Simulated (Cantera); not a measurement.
A freely propagating, adiabatic, planar premixed flame of H2 : O2 : N2 = 1 : 0.167 : 0.627 (molar parts), equivalence ratio 3.0, unburnt at 448 K and 820000 Pa; mixture-averaged transport, grid criteria slope 0.08 and curve 0.16, no radiation.

Computed with Cantera and the H2/O2 subset of GRI-Mech 3.0, which has no nitrogen chemistry. The hydrogen kinetics of GRI-Mech 3.0 are dated; newer H2 mechanisms differ, most at raised pressure. Burning velocities carry a grid error of a few per cent, more on coarse grids.

Predict: laminar burning velocity; thermal thickness; peak x(OH); peak x(H); peak x(H2O2); peak x(O).


```
Property                      Value
------------------------  ---------
laminar burning velocity   344 cm/s
thermal thickness         0.0352 mm
peak x(OH)                 0.000766
peak x(H)                    0.0218
peak x(H2O2)               0.000112
peak x(O)                  0.000451
```
